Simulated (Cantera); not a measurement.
# Premixed flame

A freely propagating, adiabatic, planar premixed flame of 10.2 % CH₄, 0.317 % H₂, 18.8 % O₂, 70.6 % N₂, unburnt at 498 K and 1.20 bar; mixture-averaged transport, grid criteria slope 0.08 and curve 0.16, no radiation.

Model: GRI-Mech 3.0 (53 species, 325 reactions), integrated in Cantera. Burning velocities carry a grid error of a few per cent, more on coarse grids.

| z (mm) | T (K) | u (m/s) | x CH₄ | x H₂ | x O₂ | x H | x HCO | x N₂O |
|---|---|---|---|---|---|---|---|---|
| -0.914 | 498 | 0.891 | 0.102 | 0.00408 | 0.188 | <1e-8 | <1e-8 | <1e-8 |
| -0.610 | 500 | 0.896 | 0.102 | 0.00592 | 0.188 | <1e-8 | <1e-8 | <1e-8 |
| -0.457 | 508 | 0.913 | 0.101 | 0.00849 | 0.187 | <1e-8 | <1e-8 | <1e-8 |
| -0.305 | 571 | 1.03 | 0.0965 | 0.0138 | 0.182 | 1.94e-7 | <1e-8 | <1e-8 |
| -0.152 | 996 | 1.83 | 0.0685 | 0.0229 | 0.147 | 0.000102 | 7.40e-7 | <1e-8 |
| -0.0762 | 1428 | 2.66 | 0.0374 | 0.0275 | 0.104 | 0.000779 | 1.64e-5 | 2.39e-8 |
| 0 | 1820 | 3.41 | 0.00899 | 0.0280 | 0.0545 | 0.00361 | 5.94e-5 | 4.87e-8 |
| 0.0762 | 1984 | 3.72 | 0.000697 | 0.0231 | 0.0260 | 0.00728 | 2.22e-5 | 7.25e-8 |
| 0.152 | 2028 | 3.79 | 2.72e-5 | 0.0202 | 0.0162 | 0.00889 | 1.53e-6 | 8.50e-8 |
| 0.305 | 2073 | 3.85 | 6.42e-8 | 0.0195 | 0.0115 | 0.00883 | 9.30e-8 | 8.61e-8 |
| 0.610 | 2128 | 3.94 | <1e-8 | 0.0188 | 0.00917 | 0.00722 | 6.26e-8 | 8.33e-8 |
| 1.22 | 2193 | 4.04 | <1e-8 | 0.0171 | 0.00693 | 0.00512 | 4.00e-8 | 8.18e-8 |
| 2.44 | 2253 | 4.14 | <1e-8 | 0.0152 | 0.00468 | 0.00332 | 2.32e-8 | 7.93e-8 |
x: mole fraction of selected species; z is measured from the peak of heat release.

```yaml
laminar_burning_velocity: 89.0 cm/s
thermal_thickness: 0.305 mm
peak x(H): 0.00912
peak x(HCO): 5.99e-5
grid_points: 154
```
